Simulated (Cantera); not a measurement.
Equilibrium for boron, boron nitride and boron oxide: BCl3 + N2

A closed system holds: 1 mol BCl3, a varied amount of N2, at 1402 °C and 0.100 bar.

Method: chemical equilibrium by Gibbs-energy minimisation in Cantera with the NASA 1993 tables (ideal gas, pure condensed phases). Candidate condensed phases: B, BN; 10 gas species. The tables' values for BCl2, BCl are old estimates; treat these amounts as uncertain. Kinetics and transport are ignored.

```tsv
n(N2) (mol)	x N2	x BCl3	x Cl	x BCl2	n BN(s)
0.56	0.358	0.637	0.00252	0.00236	0
0.78	0.437	0.558	0.00237	0.00221	0
1.1	0.523	0.473	0.00219	0.00202	0
1.5	0.599	0.397	0.00212	0.00176	0.000176
2.1	0.676	0.320	0.00201	0.00149	0.000399
3	0.749	0.248	0.00188	0.00124	0.000698
4.2	0.806	0.191	0.00174	0.00103	0.00106
5.9	0.854	0.144	0.00160	0.000841	0.00153
8.2	0.890	0.108	0.00146	0.000689	0.00211
12	0.922	0.0760	0.00131	0.000543	0.00299
16	0.940	0.0581	0.00120	0.000452	0.00385
23	0.958	0.0410	0.00107	0.000358	0.00522
32	0.969	0.0298	0.000967	0.000288	0.00683
```
x: gas mole fraction; n: condensed amount in mol.

From 0.56 mol N2 to 1.1 mol N2 nothing is condensed. From 1.5 mol N2 to 32 mol N2 the condensed part is BN(s). The main B-bearing gas is BCl3 throughout.
